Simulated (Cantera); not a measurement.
Input (Python, Cantera) and output of one run.

```python
import numpy as np
import cantera as ct

gas_names = """
    CL CL2 H HCL H2 Si SiCL SiCL2 SiCL3 SiCL4 SiH SiHCL3 SiH2 SiH2CL2 SiH3 SiH3CL SiH4 Si2 Si3
""".split()
cond_names = """
    Si(cr) Si(L)
""".split()


# ... load() reads the species with a 1 bar reference pressure and builds the phases ...
atoms = {
    'SiHCl3': {'Si': 1, 'H': 1, 'CL': 3},
    'Cl2': {'CL': 2},
    'H2': {'H': 2},
    'HCl': {'H': 1, 'CL': 1},
}
top_T = {}  # K; cautious upper limits of use, not melting points


# ... equilibrate(T, P, feed) seeds the gas with the atoms and calls Mixture.equilibrate('TP', solver="vcs", rtol=1e-11, max_steps=5000) ...
results = []
feed = {'SiHCl3': 1, 'Cl2': 0.013, 'H2': 25, 'HCl': 0.65}  # mol
T = 1425  # K
P = 420  # Pa
mix = equilibrate(T, P, feed)
results.append((T, P, feed, dict(zip(mix.species_names, mix.species_moles))))
print(gas.report(threshold=1e-06))
for i in range(1, mix.n_phases):
    print(f"{mix.phase(i).name:16s} {mix.phase_moles(i):12.5e} mol")
```

Output:

```
       temperature   1425 K
          pressure   420 Pa
           density   0.00025799 kg/m^3
  mean mol. weight   7.2778 kg/kmol
   phase of matter   gas

                          1 kg             1 kmol
                     ---------------   ---------------
          enthalpy        3.1314e+06         2.279e+07  J
   internal energy        1.5035e+06        1.0942e+07  J
           entropy             32371        2.3559e+05  J/K
    Gibbs function       -4.2998e+07       -3.1293e+08  J
 heat capacity c_p              4512             32837  J/K
 heat capacity c_v            3369.6             24523  J/K

                      mass frac. Y      mole frac. X     chem. pot. / RT
                     ---------------   ---------------   ---------------
                CL        3.7159e-05        7.6286e-06           -28.975
                 H        1.3769e-05        9.9412e-05           -12.021
               HCL           0.41874           0.08359           -40.996
                H2           0.24709           0.89199           -24.042
              SiCL        2.7433e-05        3.1424e-06           -33.435
             SiCL2           0.32158          0.023644            -62.41
             SiCL3          0.010382        0.00056205           -91.385
             SiCL4         0.0012267        5.2549e-05           -120.36
            SiHCL3        0.00081658        4.3878e-05           -103.41
           SiH2CL2         7.761e-05        5.5923e-06           -86.451
     [   +9 minor]        5.7996e-06        1.1809e-06

Si(cr)            3.27664e-01 mol
```

Cantera equilibrium calculation (NASA polynomials, part measured and part estimated; ideal gas, pure solids and liquids). The tables' values for SiCl3 are old estimates; treat these amounts as uncertain.
